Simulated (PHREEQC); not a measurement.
Consider water at 20 °C with 4 mmol/kgw HF, 25 mmol/kgw (NH4)2SiF6 and 57 mmol/kgw HBF4. Closed to the air; pH follows from the charge balance.

Model: ion-association model, wateq4f.dat, run in PHREEQC.

No solid was allowed to form.

**Question.** Order these F species by the share of F that they hold, largest first: H2F2, BF4-, HF, BF3OH-, SiF6-2.

**Answer.** BF4- (56 %), SiF6-2 (39 %), HF (3.0 %), BF3OH- (1.2 %), H2F2 (0.21 %)

The pH is 1.34 and the ionic strength 0.131 mol/kgw. SiF6-2 is the database's only silicon fluoride. Real BF4- forms and hydrolyses slowly; the run takes it at equilibrium.
